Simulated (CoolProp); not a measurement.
Vapour-liquid equilibrium of propane (1) + R152A (2) at 15.7 bar; x and y are mole fractions of (1).

Model: multi-fluid Helmholtz-energy mixture model, Lemmon 2009 and Outcalt 1996; pair parameters Bell 2016, in CoolProp.

```tsv
x	bubble temperature, mixture model (K)	bubble temperature, Raoult's law (K)	y, mixture model	y, Raoult's law
0.05	330.9	334.2	0.111	0.069
0.15	324.6	332.5	0.281	0.200
0.25	320.2	330.8	0.398	0.321
0.35	317.4	329.2	0.483	0.435
0.45	315.6	327.6	0.550	0.540
0.55	314.4	326.0	0.608	0.638
0.65	313.9	324.4	0.666	0.729
0.75	314.0	322.9	0.730	0.814
0.85	314.9	321.4	0.810	0.892
0.95	317.2	319.9	0.923	0.965
```

The largest gap from Raoult's law is -12.0 K in bubble temperature, at x = 0.45. y crosses x between x = 0.65 and 0.75: the model has an azeotrope there.

Pair parameters are fitted to limited data, so mixtures are less certain than the pure fluids.
